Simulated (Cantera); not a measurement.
Input (Python, Cantera) and output of one run.

```python
import numpy as np
import cantera as ct

gas_names = """
    O CO
""".split()
cond_names = """
    TaC(s) TaC(L) Ta2O5(s) Ta2O5(L)
""".split()


# ... load() reads the species with a 1 bar reference pressure and builds the phases ...
species = {s.name: s for s in load("nasa_gas.yaml", gas_names) + load("nasa_condensed.yaml", cond_names)}
# Each term lists the table entries of one substance; the one whose range holds T is used.
reactions = {
    '7 O(g) + 2 TaC = 2 CO(g) + Ta2O5':
        [(-7, ['O']), (-2, ['TaC(s)', 'TaC(L)']), (2, ['CO']), (1, ['Ta2O5(s)', 'Ta2O5(L)'])],
}


def pick(names, T):
    return next(species[n] for n in names if species[n].thermo.min_temp <= T <= species[n].thermo.max_temp)


results = []
for label, terms in reactions.items():
    print(label)
    print("     T/K   dH/kJ  dS/(J/K)   dG/kJ   log10 K")
    for T in [2225, 2325, 2425, 2525, 2625, 2725, 2825]:
        used = [(nu, pick(names, T)) for nu, names in terms]
        dH = sum(nu * s.thermo.h(T) for nu, s in used) / 1e6
        dS = sum(nu * s.thermo.s(T) for nu, s in used) / 1e3
        dG = dH - T * dS / 1e3
        logK = -dG * 1e6 / (ct.gas_constant * T * np.log(10))
        results.append((label, T, dH, dS, dG, logK, [s.name for _, s in used]))
        print(f"{T:8g} {dH:8.1f} {dS:8.1f} {dG:8.1f} {logK:8.2f}")
```

Output:

```
7 O(g) + 2 TaC = 2 CO(g) + Ta2O5
     T/K   dH/kJ  dS/(J/K)   dG/kJ   log10 K
    2225  -3599.0   -629.4  -2198.7    51.62
    2325  -3594.3   -627.3  -2135.9    47.99
    2425  -3589.6   -625.3  -2073.3    44.66
    2525  -3585.1   -623.5  -2010.8    41.60
    2625  -3580.8   -621.8  -1948.6    38.77
    2725  -3576.5   -620.2  -1886.5    36.16
    2825  -3572.5   -618.7  -1824.5    33.73
```

Standard-state values (1 bar) from the NASA 1993 polynomials, evaluated with Cantera. TaC: taken at fixed stoichiometry. Condensed species are held in their standard states even where they would react or evaporate.
